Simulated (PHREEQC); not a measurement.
A solution holds 0.0063 mol/kgw LiOH, 0.0018 mol/kgw H3BO3 and 0.00062 mol/kgw K2CO3, at 28 °C. Closed to the air; pH follows from the charge balance.

The numbers come from PHREEQC with the ion-association model, wateq4f.dat.

Precipitation was switched off in this run.

Task: Estimate the pH.

Result: pH 11.52.

Task: In which forms is C present?

Result: CO3-2 96 %, HCO3- 4.4 % of the C.

Species that the database lacks are ignored.
